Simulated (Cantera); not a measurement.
A perfectly stirred reactor is fed with CH₄ : H₂ : O₂ : N₂ = 1 : 0.042 : 3.67 : 13.8 (molar parts), equivalence ratio 0.55, at 21000 Pa; it is adiabatic with a 800 K inlet, and is followed from long to short residence time, starting on the burning branch (τ in s: 0.14, 0.057, 0.024, 0.01, 0.0042, 0.0017, 0.00073, 0.0003, 0.00013, 5.3e-05, 2.2e-05, 9.3e-06, 3.9e-06).

Cantera simulation using GRI-Mech 3.0 (53 species, 325 reactions); the numbers are that mechanism's predictions, not measurements.

Q: What does this change do: pressure from 21000 Pa to 470000 Pa?

A: 
| quantity | before | after |
|---|---|---|
| blow-out, bracketed by the residence times tried | burning at 0.300 ms, out at 0.130 ms | burning at 53.0 µs, out at 22.0 µs |
| x(CH₄) at τ = 0.140 s | 6.63e-6 | 1.50e-6 |
| x(H₂) at τ = 0.140 s | 0.000649 | 4.74e-5 |
| x(O₂) at τ = 0.140 s | 0.0884 | 0.0888 |
| x(HCO) at τ = 0.140 s | 4.53e-8 | 1.89e-9 |
| x(C₂H) at τ = 0.140 s | <1e-12 | <1e-12 |
| x(CH₄) at τ = 0.730 ms | 0.000417 | 9.30e-5 |
| x(H₂) at τ = 0.730 ms | 0.00525 | 0.000429 |
| x(O₂) at τ = 0.730 ms | 0.0943 | 0.0897 |
| x(HCO) at τ = 0.730 ms | 7.75e-6 | 3.88e-7 |
| x(C₂H) at τ = 0.730 ms | 3.42e-11 | 5.97e-11 |
